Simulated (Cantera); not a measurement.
Cantera run:

```python
import numpy as np
import cantera as ct

gas_names = """
    H HO2 H2 H2O H2O2 O OH O2 O3 Si SiH SiH2 SiH3 SiH4 SiO SiO2 Si2 Si3
""".split()
cond_names = """
    H2O(s) H2O(L) Si(cr) Si(L) SiO2(Lqz) SiO2(hqz) SiO2(L)
""".split()


# ... load() reads the species with a 1 bar reference pressure and builds the phases ...
atoms = {
    'Si': {'Si': 1},
    'O2': {'O': 2},
    'H2': {'H': 2},
}
top_T = {}  # K; cautious upper limits of use, not melting points


# ... equilibrate(T, P, feed) seeds the gas with the atoms and calls Mixture.equilibrate('TP', solver="vcs", rtol=1e-11, max_steps=5000) ...
results = []
feed = {'Si': 1, 'O2': 0.017, 'H2': 5.3}  # mol
P = 56000  # Pa
for T in [973, 1073, 1173, 1273, 1373, 1473, 1573, 1673, 1773, 1873, 1973, 2073, 2173]:
    mix = equilibrate(T, P, feed)
    results.append((T, P, feed, dict(zip(mix.species_names, mix.species_moles))))
    x = sorted(zip(gas.X, gas.species_names), reverse=True)
    print(f"T = {T:g} K  P = {P:g} Pa  gas = {mix.phase_moles(0):.4g} mol")
    print("   x: " + "  ".join(f"{s} {v:.3e}" for v, s in x if v > 0.001))
    print("   condensed (mol): " + ("  ".join(f"{mix.phase(i).name} {mix.phase_moles(i):.4g}"
          for i in range(1, mix.n_phases) if mix.phase_moles(i) > 1e-12) or "none"))
```

Output:

```
T = 973 K  P = 56000 Pa  gas = 5.3 mol
   x: H2 1.000e+00
   condensed (mol): Si(cr) 0.983  SiO2(hqz) 0.017
T = 1073 K  P = 56000 Pa  gas = 5.3 mol
   x: H2 1.000e+00
   condensed (mol): Si(cr) 0.983  SiO2(hqz) 0.017
T = 1173 K  P = 56000 Pa  gas = 5.3 mol
   x: H2 1.000e+00
   condensed (mol): Si(cr) 0.983  SiO2(hqz) 0.017
T = 1273 K  P = 56000 Pa  gas = 5.3 mol
   x: H2 1.000e+00
   condensed (mol): Si(cr) 0.983  SiO2(hqz) 0.01698
T = 1373 K  P = 56000 Pa  gas = 5.3 mol
   x: H2 9.999e-01
   condensed (mol): Si(cr) 0.9828  SiO2(hqz) 0.0168
T = 1473 K  P = 56000 Pa  gas = 5.303 mol
   x: H2 9.994e-01
   condensed (mol): Si(cr) 0.9815  SiO2(hqz) 0.01551
T = 1573 K  P = 56000 Pa  gas = 5.318 mol
   x: H2 9.967e-01  SiO 3.280e-03
   condensed (mol): Si(cr) 0.9743  SiO2(hqz) 0.008261
T = 1673 K  P = 56000 Pa  gas = 5.334 mol
   x: H2 9.935e-01  SiO 6.367e-03
   condensed (mol): Si(cr) 0.966
T = 1773 K  P = 56000 Pa  gas = 5.335 mol
   x: H2 9.932e-01  SiO 6.368e-03
   condensed (mol): Si(L) 0.9659
T = 1873 K  P = 56000 Pa  gas = 5.336 mol
   x: H2 9.927e-01  SiO 6.368e-03
   condensed (mol): Si(L) 0.9656
T = 1973 K  P = 56000 Pa  gas = 5.339 mol
   x: H2 9.917e-01  SiO 6.365e-03  H 1.796e-03
   condensed (mol): Si(L) 0.9651
T = 2073 K  P = 56000 Pa  gas = 5.344 mol
   x: H2 9.897e-01  SiO 6.360e-03  H 3.496e-03
   condensed (mol): Si(L) 0.9638
T = 2173 K  P = 56000 Pa  gas = 5.354 mol
   x: H2 9.863e-01  H 6.404e-03  SiO 6.348e-03
   condensed (mol): Si(L) 0.9609
```

Equilibrium computed with Cantera from the NASA thermochemical tables; the gas is ideal and each condensed phase is pure. Mutual solubility and eutectic melting of coexisting phases are not modelled. The tables hold silica as quartz up to 1696 K and as liquid above; real silica turns to tridymite and cristobalite and melts near 1996 K. Gases not in the tables: Si2H6 and higher silanes.
